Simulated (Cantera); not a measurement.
A perfectly stirred reactor is fed with C₃H₈ : O₂ : N₂ = 1 : 5.38 : 20.2 (molar parts), at 1.01 bar; it is adiabatic with a 500 K inlet, and is followed from long to short residence time, starting on the burning branch (τ in s: 0.14, 0.058, 0.023, 0.0094, 0.0038, 0.0015, 0.00062, 0.00025, 0.0001, 4.1e-05, 1.7e-05, 6.7e-06).

Cantera simulation using GRI-Mech 3.0 (53 species, 325 reactions); the numbers are that mechanism's predictions, not measurements. GRI-Mech 3.0 was tuned for natural gas; its chemistry of propane as a main component is partial and can be far from experiment.

Q: Predict: blow-out, bracketed by the residence times tried; x(C₃H₈) at τ = 0.140 s; x(O₂) at τ = 0.140 s; x(H) at τ = 0.140 s; x(HO₂) at τ = 0.140 s; x(H₂) at τ = 0.140 s; x(C₃H₈) at τ = 0.620 ms; x(O₂) at τ = 0.620 ms; x(H) at τ = 0.620 ms; x(HO₂) at τ = 0.620 ms; x(H₂) at τ = 0.620 ms.

A: 
```
Item                                                                            Value
------------------------------------------------  -----------------------------------
blow-out, bracketed by the residence times tried  burning at 0.100 ms, out at 41.0 µs
x(C₃H₈) at τ = 0.140 s                                                        9.22e-8
x(O₂) at τ = 0.140 s                                                           0.0173
x(H) at τ = 0.140 s                                                          0.000601
x(HO₂) at τ = 0.140 s                                                         1.57e-6
x(H₂) at τ = 0.140 s                                                          0.00265
x(C₃H₈) at τ = 0.620 ms                                                       1.05e-5
x(O₂) at τ = 0.620 ms                                                          0.0297
x(H) at τ = 0.620 ms                                                          0.00577
x(HO₂) at τ = 0.620 ms                                                        6.42e-6
x(H₂) at τ = 0.620 ms                                                         0.00885
```
